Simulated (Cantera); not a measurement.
A closed system holds: 1 mol AlCl3, 0.52 mol HCl, 6.7 mol H2, 0.83 mol N2, held at 1600 K and 0.100 bar.

Equilibrium computed with Cantera from the NASA thermochemical tables; the gas is ideal and each condensed phase is pure. Candidate condensed phases: Al, AlCl3, AlN, NH4Cl; 20 gas species. The tables' values for AlCl2 are old estimates; treat these amounts as uncertain. Rates play no part.

Base state: H2 0.707, HCl 0.0949, N2 0.0899, AlCl3 0.0822, AlCl2 0.0137, AlCl 0.0125, H 0.000145, Cl 1.54e-5 (mole fractions); condensed: gas only.

Task: What changes in the equilibrium state with this change: pressure from 0.100 bar to 0.0560 bar?

Result: 
| species | before | after |
|---|---|---|
| H2 | 0.707 | 0.698 |
| HCl | 0.0949 | 0.105 |
| N2 | 0.0899 | 0.0895 |
| AlCl3 | 0.0822 | 0.0759 |
| AlCl | 0.0125 | 0.0167 |
| AlCl2 | 0.0137 | 0.0152 |
| Cl | 1.54e-5 | 2.28e-5 |
| H | 0.000145 | 0.000192 |

Task: What changes in the equilibrium state with this change: pressure from 0.100 bar to 0.00133 bar?

Result: 
| species | before | after |
|---|---|---|
| H2 | 0.707 | 0.619 |
| HCl | 0.0949 | 0.192 |
| N2 | 0.0899 | 0.0853 |
| AlCl3 | 0.0822 | 0.0250 |
| AlCl | 0.0125 | 0.0610 |
| AlCl2 | 0.0137 | 0.0167 |
| Cl | 1.54e-5 | 0.000287 |
| H | 0.000145 | 0.00117 |
